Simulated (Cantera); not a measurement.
A Cantera script and its output.

```python
import numpy as np
import cantera as ct

gas = ct.Solution("gri30.yaml")
gas.TPX = 1550, 500000, {'C3H8': 1, 'O2': 3.85, 'N2': 22.3}
reactor = ct.IdealGasReactor(gas, energy="on", clone=False)
net = ct.ReactorNet([reactor])
net.rtol, net.atol = 1e-08, 1e-16
show = ['C3H8', 'O2', 'HCO', 'N2O', 'C2H6', 'H2']
times = np.geomspace(4e-06, 0.5, 12)

steps = ct.SolutionArray(gas, extra=["t"])
rows = []
print(f"{'t/s':>10s}{'T/K':>9s}{'P/Pa':>11s}" + "".join(f"{s:>11s}" for s in show))
for t in times:
    while net.time < t:
        t_next = net.step()
        steps.append(gas.state, t=t_next)
    rows.append([np.interp(t, steps.t, y) for y in (steps.T, steps.P, *steps(*show).X.T)])
    print(f"{t:10.3e}{rows[-1][0]:9.1f}{rows[-1][1]:11.4g}" + "".join(f"{x:11.3e}" for x in rows[-1][2:]))
rate = np.gradient(steps.T, steps.t)
print("integrator steps:", len(steps.t))
if steps.T.max() > steps.T[0] + 200:
    print(f"time of steepest temperature rise: {steps.t[rate.argmax()]:.4e} s")
gas.TPX = 1550, 500000, {'C3H8': 1, 'O2': 3.85, 'N2': 22.3}
gas.equilibrate("UV")
print(f"equilibrium (UV): T = {gas.T:.1f} K  " + "  ".join(f"{s} {gas[s].X[0]:.3e}" for s in show))
```

Output:

```
       t/s      T/K       P/Pa       C3H8         O2        HCO        N2O       C2H6         H2
 4.000e-06   1540.7  4.989e+05  3.337e-02  1.403e-01  4.636e-07  1.270e-09  4.678e-04  9.804e-04
 1.163e-05   1550.5  5.072e+05  2.442e-02  1.352e-01  3.167e-06  5.156e-09  2.242e-03  4.253e-03
 3.379e-05   2902.1  1.026e+06  8.030e-37  3.733e-03  4.201e-07  6.387e-07  4.371e-25  2.439e-02
 9.820e-05   2943.9  1.038e+06  2.809e-36  2.475e-03  3.417e-07  7.144e-07  8.442e-25  2.393e-02
 2.854e-04   2934.6  1.035e+06  3.437e-36  2.224e-03  3.412e-07  7.635e-07  9.748e-25  2.444e-02
 8.295e-04   2933.1  1.034e+06  3.552e-36  2.185e-03  3.411e-07  7.753e-07  9.980e-25  2.452e-02
 2.411e-03   2933.1  1.034e+06  3.552e-36  2.185e-03  3.411e-07  7.753e-07  9.980e-25  2.452e-02
 7.007e-03   2933.1  1.034e+06  3.552e-36  2.185e-03  3.411e-07  7.753e-07  9.980e-25  2.452e-02
 2.037e-02   2933.1  1.034e+06  3.552e-36  2.185e-03  3.411e-07  7.753e-07  9.980e-25  2.452e-02
 5.919e-02   2933.1  1.034e+06  3.552e-36  2.185e-03  3.411e-07  7.753e-07  9.980e-25  2.452e-02
 1.720e-01   2933.1  1.034e+06  3.552e-36  2.185e-03  3.411e-07  7.753e-07  9.980e-25  2.452e-02
 5.000e-01   2933.1  1.034e+06  3.552e-36  2.185e-03  3.411e-07  7.753e-07  9.980e-25  2.452e-02
integrator steps: 1658
time of steepest temperature rise: 2.2883e-05 s
equilibrium (UV): T = 2933.1 K  C3H8 5.156e-36  O2 2.185e-03  HCO 3.411e-07  N2O 7.753e-07  C2H6 1.349e-24  H2 2.452e-02
```

Model: GRI-Mech 3.0 (53 species, 325 reactions), integrated in Cantera. GRI-Mech 3.0 was tuned for natural gas; its chemistry of propane as a main component is partial and can be far from experiment.
